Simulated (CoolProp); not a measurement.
Vapour-liquid equilibrium of benzene (1) + n-decane (2) at 31.5 kPa; x and y are mole fractions of (1).

Computed with CoolProp (multi-fluid Helmholtz-energy mixture model, Thol 2012 and Lemmon 2006; pair parameters Bell 2016).

```tsv
x	bubble temperature, mixture model (K)	bubble temperature, Raoult's law (K)	y, mixture model	y, Raoult's law
0.05	390.3	390.5	0.443	0.446
0.2	359.5	362.3	0.859	0.845
0.35	344.1	347.3	0.943	0.936
0.5	335.2	337.6	0.971	0.969
0.65	329.3	330.6	0.984	0.985
0.8	324.8	325.2	0.992	0.994
0.95	320.8	320.8	0.998	0.999
```

The largest gap from Raoult's law is -3.2 K in bubble temperature, at x = 0.35. No azeotrope shows between x = 0.05 and 0.95.

Pair parameters are fitted to limited data, so mixtures are less certain than the pure fluids.
